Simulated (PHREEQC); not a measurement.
0.1 g of hydrous ferric oxide (600 m²/g; 0.2 weak and 0.005 strong sites per Fe, Dzombak-Morel constants, diffuse double layer) in 1 kg of water with 0.001 mol/kgw of an inert sodium salt and 7.3e-05 mol SrCl2 and 4.6e-06 mol CuCl2, at 25 °C; the pH is set by adding NaOH or the inert anion's acid. Oxygen is held at 0.21 atm. No CO2 enters from the air. Precipitation was switched off in this run.

The series has 17 steps of pH, from 3 to 9.

All values are PHREEQC results (ion-association model, wateq4f.dat), not measurements.

Problem. Near which pH is half of the Cu sorbed, and on which side is more sorbed?

Solution. Near pH 5.3, with more sorbed at higher pH.

The database's constant for dissolved Cu(OH)2 is higher than later reviews accept. The oxide is taken as insoluble; below pH 4 it would dissolve.
